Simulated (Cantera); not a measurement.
**Halide evaporation, hydrolysis and transport: SrCl2 + H2O + H2**

Input: 1 mol SrCl2, 4.8 mol H2O, 2 mol H2, equilibrated at 10.0 Torr.

Method: chemical equilibrium by Gibbs-energy minimisation in Cantera with the NASA 1993 tables (ideal gas, pure condensed phases). Candidate condensed phases: H2O, Sr, SrCl2, SrO, Sr(OH)2; 20 gas species. Condensed phases not in the tables: oxide chlorides. The numbers say what is thermodynamically allowed, not how fast it happens.

```json
[
 {"T (°C)": "1600", "log p H2O": "-2.11", "log p H2": "-2.47", "log p SrCl2": "-2.87", "log p HCl": "-3.15", "log p H": "-4.42", "n SrO(s)": "0.205"},
 {"T (°C)": "1625", "log p H2O": "-2.11", "log p H2": "-2.47", "log p SrCl2": "-2.87", "log p HCl": "-3.16", "log p H": "-4.34", "n SrO(s)": "0.202"},
 {"T (°C)": "1650", "log p H2O": "-2.11", "log p H2": "-2.47", "log p SrCl2": "-2.87", "log p HCl": "-3.16", "log p H": "-4.26", "n SrO(s)": "0.200"},
 {"T (°C)": "1675", "log p H2O": "-2.11", "log p H2": "-2.47", "log p SrCl2": "-2.87", "log p HCl": "-3.17", "log p H": "-4.18", "n SrO(s)": "0.197"},
 {"T (°C)": "1700", "log p H2O": "-2.11", "log p H2": "-2.47", "log p SrCl2": "-2.87", "log p HCl": "-3.17", "log p H": "-4.11", "n SrO(s)": "0.194"},
 {"T (°C)": "1725", "log p H2O": "-2.11", "log p H2": "-2.47", "log p SrCl2": "-2.87", "log p HCl": "-3.18", "log p H": "-4.03", "n SrO(s)": "0.191"},
 {"T (°C)": "1750", "log p H2O": "-2.11", "log p H2": "-2.47", "log p SrCl2": "-2.87", "log p HCl": "-3.18", "log p H": "-3.96", "n SrO(s)": "0.188"},
 {"T (°C)": "1775", "log p H2O": "-2.11", "log p H2": "-2.48", "log p SrCl2": "-2.87", "log p HCl": "-3.19", "log p H": "-3.89", "n SrO(s)": "0.185"},
 {"T (°C)": "1800", "log p H2O": "-2.11", "log p H2": "-2.48", "log p SrCl2": "-2.87", "log p HCl": "-3.19", "log p H": "-3.82", "n SrO(s)": "0.181"},
 {"T (°C)": "1825", "log p H2O": "-2.11", "log p H2": "-2.48", "log p SrCl2": "-2.87", "log p HCl": "-3.20", "log p H": "-3.75", "n SrO(s)": "0.177"},
 {"T (°C)": "1850", "log p H2O": "-2.11", "log p H2": "-2.48", "log p SrCl2": "-2.87", "log p HCl": "-3.20", "log p H": "-3.69", "n SrO(s)": "0.172"},
 {"T (°C)": "1875", "log p H2O": "-2.11", "log p H2": "-2.48", "log p SrCl2": "-2.87", "log p HCl": "-3.21", "log p H": "-3.62", "n SrO(s)": "0.167"},
 {"T (°C)": "1900", "log p H2O": "-2.12", "log p H2": "-2.49", "log p SrCl2": "-2.88", "log p HCl": "-3.21", "log p H": "-3.56", "n SrO(s)": "0.161"},
 {"T (°C)": "1925", "log p H2O": "-2.12", "log p H2": "-2.49", "log p SrCl2": "-2.88", "log p HCl": "-3.22", "log p H": "-3.50", "n SrO(s)": "0.154"}
]
```
log p: log10 of the partial pressure in bar; n: condensed amount in mol.

From 1600 °C to 1925 °C the condensed part is SrO(s). The main Sr-bearing gas is SrCl2 throughout. The share of Sr in condensed phases is highest at 1600 °C (20.5 %) and lowest at 1925 °C (15.4 %).
